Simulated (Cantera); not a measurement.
Charge: 1 mol CF4, 0.32 mol HCl, 2.6 mol H2, at 0.00160 bar.

Cantera equilibrium calculation (NASA polynomials, part measured and part estimated; ideal gas, pure solids and liquids). Candidate condensed phases: C, C6H6, C7H8, C8H18; 118 gas species. Kinetics and transport are ignored.

Over these rows the condensed part is C(graphite). Partial pressures as log10 of bar:

```
T (K)  1000/T (1/K)  log p CH4  log p HF  log p H2  log p HCl
-----  ------------  ---------  --------  --------  ---------
850          1.1765      -7.63     -2.89     -3.71      -3.98
1050         0.9524          ?     -2.89     -3.71      -3.98
1250         0.8000      -9.38     -2.89     -3.71      -3.98
1450         0.6897      -9.90     -2.89     -3.71      -3.98
1650         0.6061     -10.30     -2.89     -3.71      -3.99
1850         0.5405     -10.62     -2.89     -3.72      -4.00
```

Problem. Fit log p(CH4) = a + b·(1000/T) to the five rows, give the apparent enthalpy, and predict the row at 1050 K.

Solution. Means: 1000/T = 0.7626, log p = -9.566. Sxy = 1.181580, Sxx = 0.2518470, so b = 4.69 and a = -9.566 − (4.69)×0.7626 = -13.14.
Apparent enthalpy: −19.145 × (4.69) = -90 kJ/mol. With the condensed phases at unit activity, C(graphite) + 2 H2(g) = CH4(g) links this pressure to the main gases: over the six rows their terms move log p by -0.02 in all, so the slope is close to that reaction's ΔH°. The five rows lie within 0.01 of the line.
Prediction at 1050 K: -13.14 + (4.69)×0.9524 = -8.67. The computed value is -8.66, 0.01 from the line.
